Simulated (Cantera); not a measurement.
Cantera run:

```python
import numpy as np
import cantera as ct

gas_names = """
    CL2 LiCL
""".split()
cond_names = """
    Li(cr) Li(L)
""".split()


# ... load() reads the species with a 1 bar reference pressure and builds the phases ...
species = {s.name: s for s in load("nasa_gas.yaml", gas_names) + load("nasa_condensed.yaml", cond_names)}
# Each term lists the table entries of one substance; the one whose range holds T is used.
reactions = {
    'Cl2(g) + 2 Li = 2 LiCl(g)':
        [(-1, ['CL2']), (-2, ['Li(cr)', 'Li(L)']), (2, ['LiCL'])],
}


def pick(names, T):
    return next(species[n] for n in names if species[n].thermo.min_temp <= T <= species[n].thermo.max_temp)


results = []
for label, terms in reactions.items():
    print(label)
    print("     T/K   dH/kJ  dS/(J/K)   dG/kJ   log10 K")
    for T in [725, 775, 825, 875, 925, 975, 1025]:
        used = [(nu, pick(names, T)) for nu, names in terms]
        dH = sum(nu * s.thermo.h(T) for nu, s in used) / 1e6
        dS = sum(nu * s.thermo.s(T) for nu, s in used) / 1e3
        dG = dH - T * dS / 1e3
        logK = -dG * 1e6 / (ct.gas_constant * T * np.log(10))
        results.append((label, T, dH, dS, dG, logK, [s.name for _, s in used]))
        print(f"{T:8g} {dH:8.1f} {dS:8.1f} {dG:8.1f} {logK:8.2f}")
```

Result:

```
Cl2(g) + 2 Li = 2 LiCl(g)
     T/K   dH/kJ  dS/(J/K)   dG/kJ   log10 K
     725   -406.9    112.0   -488.1    35.16
     775   -408.0    110.5   -493.6    33.27
     825   -409.0    109.2   -499.1    31.60
     875   -410.1    108.0   -504.5    30.12
     925   -411.1    106.8   -509.9    28.79
     975   -412.1    105.8   -515.2    27.60
    1025   -413.1    104.8   -520.5    26.52
```

Cantera with NASA thermochemical tables; ideal gases at 1 bar, condensed phases pure. Condensed species are held in their standard states even where they would react or evaporate.
